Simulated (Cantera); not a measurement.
Input: 1 mol HgO, 0.21 mol H2, a varied amount of N2, at 275 °C and 10.0 Torr.

Cantera equilibrium calculation (NASA polynomials, part measured and part estimated; ideal gas, pure solids and liquids). Candidate condensed phases: H2O, Hg, HgO; 25 gas species. Kinetics and transport are ignored.

### Question
What share of the Hg ends up in condensed phases as a function of n(N2) (mol), at 0.15, 0.27, 0.48, 0.87, 1.6, 2.8, 5, 9, 16?

### Answer
```json
[
 {"n(N2) (mol)": "0.15", "Hg condensed (%)": "69.3", "as": "HgO(s)"},
 {"n(N2) (mol)": "0.27", "Hg condensed (%)": "64.2", "as": "HgO(s)"},
 {"n(N2) (mol)": "0.48", "Hg condensed (%)": "54.5", "as": "HgO(s)"},
 {"n(N2) (mol)": "0.87", "Hg condensed (%)": "35.1", "as": "HgO(s)"},
 {"n(N2) (mol)": "1.6", "Hg condensed (%)": "0.0", "as": "-"},
 {"n(N2) (mol)": "2.8", "Hg condensed (%)": "0.0", "as": "-"},
 {"n(N2) (mol)": "5", "Hg condensed (%)": "0.0", "as": "-"},
 {"n(N2) (mol)": "9", "Hg condensed (%)": "0.0", "as": "-"},
 {"n(N2) (mol)": "16", "Hg condensed (%)": "0.0", "as": "-"}
]
```
